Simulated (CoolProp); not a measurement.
Computed with CoolProp (reference Helmholtz-energy equation of state, Lemmon 2006). It is a short technical equation, of lower accuracy than the large ones.

For R142b, give the phase and the Z, cv (kJ/(kg K)), Joule-Thomson coefficient (K/MPa), expansivity (1/kK) at 36.35 °C and 0.723 MPa; 50.25 °C and 0.723 MPa; 64.05 °C and 0.723 MPa.


- 36.35 °C and 0.723 MPa: liquid; Z 0.0261, cv 0.892, Joule-Thomson coefficient -0.157, expansivity 2.49
- 50.25 °C and 0.723 MPa: liquid; Z 0.0259, cv 0.912, Joule-Thomson coefficient -0.0603, expansivity 2.82
- 64.05 °C and 0.723 MPa: gas; Z 0.866, cv 0.869, Joule-Thomson coefficient 20.9, expansivity 4.88
